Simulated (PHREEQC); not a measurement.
Make-up at 91 °C: 0.0012 mol CaCl2, 3e-06 mol CO2 and 0.00044 mol KCl per kg of water. Closed to the air; pH follows from the charge balance.

Equilibrium calculation in PHREEQC: Pitzer model, pitzer.dat.

Precipitation was switched off in this run.

Predict the pH, osmotic coefficient.

pH 5.94; osmotic coefficient 0.952.

In which forms is C present?

CO2 72 %, HCO3- 28 % of the C.

Away from 25 °C the constants follow the database's enthalpies or fits; those with neither stay at their 25 °C values.
